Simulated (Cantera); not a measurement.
An isothermal, constant-pressure homogeneous reactor starts with CO : O₂ : H₂O : N₂ = 0.001 : 0.0058 : 0.099 : 1 (molar parts), at 1175 K and 0.230 bar. Integrator tolerance rtol = 1e-08.

Cantera simulation using GRI-Mech 3.0 (53 species, 325 reactions); the numbers are that mechanism's predictions, not measurements.

Question: What does this change do: 0.024 parts CH4 added?

Answer: 
```
quantity                                             before                                     after
----------------  -----------------------------------------  ----------------------------------------
x(CO) at 8.00 s   8.63e-10 (gas-phase equilibrium 2.63e-10)   0.000905 (gas-phase equilibrium 0.0117)
x(O₂) at 8.00 s     0.00479 (gas-phase equilibrium 0.00478)    0.00508 (gas-phase equilibrium <1e-12)
x(H₂O) at 8.00 s      0.0896 (gas-phase equilibrium 0.0896)     0.0877 (gas-phase equilibrium 0.0643)
x(H₂) at 8.00 s     6.06e-8 (gas-phase equilibrium 2.03e-8)    5.17e-5 (gas-phase equilibrium 0.0612)
x(NO) at 8.00 s     2.10e-9 (gas-phase equilibrium 2.62e-5)   <1e-12 (gas-phase equilibrium 6.06e-12)
x(H) at 8.00 s    1.92e-10 (gas-phase equilibrium 3.67e-11)  4.90e-10 (gas-phase equilibrium 6.36e-8)
```
